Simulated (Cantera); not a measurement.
What does this Cantera script print?

```python
import numpy as np
import cantera as ct

gas_names = [...]  # 110 gases of nasa_gas.yaml made of C, H, O
cond_names = """
    C(gr) C6H6(L) C7H8(L) C8H18(L),n-octa H2O(s) H2O(L)
""".split()


# ... load() reads the species with a 1 bar reference pressure and builds the phases ...
atoms = {
    'CH4': {'C': 1, 'H': 4},
    'O2': {'O': 2},
}
top_T = {'C(gr)': 4500}  # K; cautious upper limits of use, not melting points


# ... equilibrate(T, P, feed) seeds the gas with the atoms and calls Mixture.equilibrate('TP', solver="vcs", rtol=1e-11, max_steps=5000) ...
results = []
feed = {'CH4': 1, 'O2': 0.013}  # mol
P = 52000  # Pa
for T in [1323, 1423, 1523, 1623, 1723, 1823, 1923, 2023, 2123, 2223, 2323, 2423, 2523]:
    mix = equilibrate(T, P, feed)
    results.append((T, P, feed, dict(zip(mix.species_names, mix.species_moles))))
    x = sorted(zip(gas.X, gas.species_names), reverse=True)
    print(f"T = {T:g} K  P = {P:g} Pa  gas = {mix.phase_moles(0):.4g} mol")
    print("   x: " + "  ".join(f"{s} {v:.3e}" for v, s in x if v > 0.001))
    print("   condensed (mol): " + ("  ".join(f"{mix.phase(i).name} {mix.phase_moles(i):.4g}"
          for i in range(1, mix.n_phases) if mix.phase_moles(i) > 1e-12) or "none"))
```

Output:

```
T = 1323 K  P = 52000 Pa  gas = 2.019 mol
   x: H2 9.837e-01  CO 1.283e-02  CH4 3.420e-03
   condensed (mol): C(gr) 0.9672
T = 1423 K  P = 52000 Pa  gas = 2.022 mol
   x: H2 9.852e-01  CO 1.284e-02  CH4 1.922e-03
   condensed (mol): C(gr) 0.9701
T = 1523 K  P = 52000 Pa  gas = 2.024 mol
   x: H2 9.859e-01  CO 1.284e-02  CH4 1.164e-03
   condensed (mol): C(gr) 0.9716
T = 1623 K  P = 52000 Pa  gas = 2.025 mol
   x: H2 9.863e-01  CO 1.284e-02
   condensed (mol): C(gr) 0.9723
T = 1723 K  P = 52000 Pa  gas = 2.025 mol
   x: H2 9.863e-01  CO 1.284e-02
   condensed (mol): C(gr) 0.9726
T = 1823 K  P = 52000 Pa  gas = 2.026 mol
   x: H2 9.860e-01  CO 1.283e-02
   condensed (mol): C(gr) 0.9724
T = 1923 K  P = 52000 Pa  gas = 2.027 mol
   x: H2 9.852e-01  CO 1.283e-02  H 1.297e-03
   condensed (mol): C(gr) 0.9716
T = 2023 K  P = 52000 Pa  gas = 2.028 mol
   x: H2 9.835e-01  CO 1.282e-02  H 2.612e-03
   condensed (mol): C(gr) 0.97
T = 2123 K  P = 52000 Pa  gas = 2.031 mol
   x: H2 9.805e-01  CO 1.280e-02  H 4.926e-03  C2H2,acetylene 1.624e-03
   condensed (mol): C(gr) 0.967
T = 2223 K  P = 52000 Pa  gas = 2.035 mol
   x: H2 9.755e-01  CO 1.278e-02  H 8.774e-03  C2H2,acetylene 2.831e-03
   condensed (mol): C(gr) 0.9621
T = 2323 K  P = 52000 Pa  gas = 2.041 mol
   x: H2 9.676e-01  H 1.485e-02  CO 1.274e-02  C2H2,acetylene 4.685e-03
   condensed (mol): C(gr) 0.9545
T = 2423 K  P = 52000 Pa  gas = 2.05 mol
   x: H2 9.557e-01  H 2.404e-02  CO 1.268e-02  C2H2,acetylene 7.396e-03
   condensed (mol): C(gr) 0.9431
T = 2523 K  P = 52000 Pa  gas = 2.064 mol
   x: H2 9.387e-01  H 3.734e-02  CO 1.259e-02  C2H2,acetylene 1.118e-02
   condensed (mol): C(gr) 0.9269
```

These are equilibrium values from Cantera (NASA tables, ideal gas, pure condensed phases), not measurements of a reactor.
